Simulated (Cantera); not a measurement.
Mixture: 20.1 % H₂, 16.8 % O₂, 63.1 % N₂, at 5.00 bar, adiabatic and at constant pressure. Ignition delay is the time to a rise of 400 K.

Detailed kinetics in Cantera: the H2/O2 subset of GRI-Mech 3.0, which has no nitrogen chemistry. The hydrogen kinetics of GRI-Mech 3.0 are dated; newer H2 mechanisms differ, most at raised pressure.

Task: Predict: delay at 950 K; delay at 1050 K; delay at 1150 K; delay at 1250 K; delay at 1350 K; delay at 1450 K; delay at 1550 K.

Result: 
- delay at 950 K: 53.8 ms
- delay at 1050 K: 3.27 ms
- delay at 1150 K: 41.4 µs
- delay at 1250 K: 9.82 µs
- delay at 1350 K: 5.36 µs
- delay at 1450 K: 3.59 µs
- delay at 1550 K: 2.69 µs
